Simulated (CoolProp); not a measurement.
Cyclopropane at several states: Z from the reference equation and from simpler models built on Tc = 125.5 °C, pc = 5605 kPa, ω = 0.131; each cubic takes its own stable root.

Model: reference Helmholtz-energy equation of state, Polt 1992, in CoolProp. This equation is an older, rougher fit; its heat capacities, sound speeds and derivatives of the liquid may be far off and weren't checked against measurements.

| T (°C) | p (kPa) | phase | reference | van der Waals | Peng-Robinson |
|---|---|---|---|---|---|
| 96.45 | 7100 | liquid | 0.1923 | 0.2898 | 0.1941 |
| 150.35 | 1570 | gas | (withheld) | 0.9236 | 0.9076 |
| 43.75 | 71.3 | gas | 0.9907 | 0.9935 | 0.9908 |
| 8.65 | 43.6 | gas | 0.9916 | 0.9948 | 0.9923 |
| 38.05 | 866 | gas | (withheld) | 0.9104 | 0.8718 |
| 114.75 | 7880 | liquid | (withheld) | (withheld) | 0.2304 |

Problem. Some entries are withheld; supply them.

Solution. 
- 150.35, reference: 0.9160
- 38.05, reference: 0.8648
- 114.75, reference: 0.2222
- 114.75, van der Waals: 0.3245
